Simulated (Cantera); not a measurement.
An isothermal, constant-pressure homogeneous reactor starts with 1.89 % CH4, 98.1 % N2, at 1900 K and 69.8 Torr.

Model: GRI-Mech 3.0 (53 species, 325 reactions), integrated in Cantera. GRI-Mech 3.0 stops at C3 and has no aromatics, soot or wall deposition, so with more carbon than oxygen in the feed, carbon stays in small species such as C2H2 where larger ones or solid carbon would form.

Q: Predict: x(CH4) at 10.0 s; x(C2H2) at 10.0 s; x(H) at 10.0 s; x(CH2) at 10.0 s.

A: 
- x(CH4) at 10.0 s: 2.37e-7 (gas-phase equilibrium 3.26e-7)
- x(C2H2) at 10.0 s: 0.00920 (gas-phase equilibrium 0.000718)
- x(H) at 10.0 s: 0.000435 (gas-phase equilibrium 0.000435)
- x(CH2) at 10.0 s: 1.43e-9 (gas-phase equilibrium 1.97e-9)
